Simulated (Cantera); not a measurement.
An isothermal, constant-pressure homogeneous reactor starts with NH3 : N2 = 1 : 0.14 (molar parts), at 2275 K and 1.01 bar.

Detailed kinetics in Cantera: the gas-phase N/H chemistry of the illustrative SiF4/NH3 mechanism in the Surface Chemkin manual (1991). Walls and surfaces, which speed up NH3 decomposition in real reactors, are not modelled.

x: mole fraction; the columns are a selection and need not sum to one.

```csv
t (s),x NH3,x NH2,x N2H2,x NH,x N2H4
5.00e-6,0.875,(withheld),1.22e-6,5.15e-6,1.07e-7
4.69e-5,0.857,(withheld),2.51e-5,5.05e-5,1.45e-6
0.000440,0.697,(withheld),1.74e-5,7.05e-5,7.86e-7
0.00413,0.163,(withheld),2.56e-6,5.46e-5,8.97e-8
0.0387,0.000214,(withheld),2.94e-10,1.57e-6,3.10e-12
0.363,1.30e-5,(withheld),3.84e-12,9.59e-8,<1e-12
3.41,4.33e-6,1.39e-7,2.88e-12,3.20e-8,<1e-12
32.0,4.32e-6,1.39e-7,2.88e-12,3.20e-8,<1e-12
300,4.32e-6,1.39e-7,2.88e-12,3.20e-8,<1e-12
```

Problem. What belongs in the gaps?

Solution. 
- 5.00e-6, x NH2: 0.00127
- 4.69e-5, x NH2: 0.00466
- 0.000440, x NH2: 0.00344
- 0.00413, x NH2: 0.00116
- 0.0387, x NH2: 6.84e-6
- 0.363, x NH2: 4.16e-7
